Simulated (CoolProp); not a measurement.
Computed with CoolProp (reference Helmholtz-energy equation of state, Lemmon 2006). It is a short technical equation, of lower accuracy than the large ones.

Problem. For R142b, give the phase and the density (kg/m³), cp (kJ/(kg K)), Joule-Thomson coefficient (K/MPa), conductivity (mW/(m K)) at 54.95 °C and 131 bar; 97.35 °C and 131 bar; 139.85 °C and 131 bar.

Solution. 
- 54.95 °C and 131 bar: liquid; density 1080, cp 1.32, Joule-Thomson coefficient -0.219, conductivity 79.2
- 97.35 °C and 131 bar: liquid; density 982, cp 1.42, Joule-Thomson coefficient -0.0152, conductivity 67.9
- 139.85 °C and 131 bar: supercritical; density 862, cp 1.54, Joule-Thomson coefficient 0.373, conductivity 58.9

Thermal conductivity comes from a separate model (Huber 2003), an estimate that may be off by 10 % or more.
